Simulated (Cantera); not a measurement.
Input: 1 mol SiC, 0.0025 mol H2O, 15 mol H2, equilibrated at 4.60 bar.

Method: chemical equilibrium by Gibbs-energy minimisation in Cantera with the NASA 1993 tables (ideal gas, pure condensed phases). Candidate condensed phases: C, C6H6, C7H8, C8H18, H2O, Si, SiC, SiO2; 123 gas species. Gases not in the tables: Si2H6 and higher silanes. Kinetics and transport are ignored. All values below are at 1898 K.

Base state: H2 0.999, H 0.000364, CH4 0.000130, SiO 0.000123, CO 4.25e-5, SiH2 4.24e-5 (mole fractions); condensed: SiC(s).

Problem. What changes in the equilibrium state with this change: pressure from 4.60 bar to 5.00e-5 bar?

Solution. 
```
species             before     after
----------------  --------  --------
H2                   0.999     0.886
H                 0.000364     0.104
Si                 1.97e-6   0.00905
SiC2                 <1e-9  0.000227
CH4               0.000130   2.22e-8
Si2C               3.42e-8  0.000157
C2H2 (acetylene)   9.41e-7  0.000333
SiC(s), mol          0.997     0.846
C(graphite), mol         0     0.131
```
